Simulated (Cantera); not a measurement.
Charge: 1 mol C₆H₆, 0.057 mol CO₂, 40 mol H₂, at 0.00960 bar.

These are equilibrium values from Cantera (NASA tables, ideal gas, pure condensed phases), not measurements of a reactor. Candidate condensed phases: C, C₆H₆, C₇H₈, C₈H₁₈, H₂O; 110 gas species. Kinetics and transport are ignored.

Q: At 950 K, list the 4 most abundant gas species with their mole fractions, and the condensed phases.

A: H₂ 0.996, CO 0.00262, CH₄ 0.00160, H₂O 2.34e-5. Condensed: C(graphite).
